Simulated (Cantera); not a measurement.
Input: 1 mol n-butane, 17 mol H2, equilibrated at 10.0 mbar.

Equilibrium computed with Cantera from the NASA thermochemical tables; the gas is ideal and each condensed phase is pure. Candidate condensed phases: C, C6H6, C7H8, C8H18; 76 gas species. Rates play no part.

**Question.** What share of the C ends up in condensed phases as a function of T (K), at 775, 975, 1175, 1375, 1575, 1775, 1975, 2175, 2375, 2575, 2775?

**Answer.** 
```tsv
T (K)	C condensed (%)	as
775	89.4	C(graphite)
975	99.3	C(graphite)
1175	99.9	C(graphite)
1375	100.0	C(graphite)
1575	100.0	C(graphite)
1775	99.8	C(graphite)
1975	99.3	C(graphite)
2175	97.6	C(graphite)
2375	93.6	C(graphite)
2575	85.8	C(graphite)
2775	69.3	C(graphite)
```
